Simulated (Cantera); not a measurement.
Charge: 1 mol Si₃N₄, 0.19 mol O₂, 81 mol H₂, held at 1648.15 K and 10.0 mbar.

Method: chemical equilibrium by Gibbs-energy minimisation in Cantera with the NASA 1993 tables (ideal gas, pure condensed phases). Candidate condensed phases: H₂O, Si, SiO₂, Si₂N₂O, Si₃N₄; 35 gas species. Rates play no part.

Base state: H₂ 0.971, N₂ 0.0240, SiO 0.00456, H 0.000879, Si 2.58e-5 (mole fractions); condensed: Si(s).

### Question
What changes in the equilibrium state with this change: temperature from 1648.15 K to 1598.15 K?

### Answer
```json
[
 {"species": "H₂", "before": "0.971", "after": "0.978"},
 {"species": "N₂", "before": "0.0240", "after": "0.0207"},
 {"species": "SiO", "before": "0.00456", "after": "0.00113"},
 {"species": "Si", "before": "2.58e-5", "after": "9.38e-6"},
 {"species": "H", "before": "0.000879", "after": "0.000527"},
 {"species": "Si(s), mol", "before": "2.62", "after": "2.33"},
 {"species": "Si₂N₂O(s), mol", "before": "0", "after": "0.286"}
]
```
Mutual solubility and eutectic melting of coexisting phases are not modelled.

### Question
What changes in the equilibrium state with this change: temperature from 1648.15 K to 1725 K?

### Answer
```csv
species,before,after
H₂,0.971,0.970
N₂,0.0240,0.0240
SiO,0.00456,0.00455
H,0.000879,0.00183
Si,2.58e-5,0.000102
SiH,4.68e-6,1.43e-5
SiH₂,8.24e-6,1.67e-5
"Si(s), mol",2.62,0
"Si(l), mol",0,2.61
```
Gases not in the tables: Si₂H₆ and higher silanes.
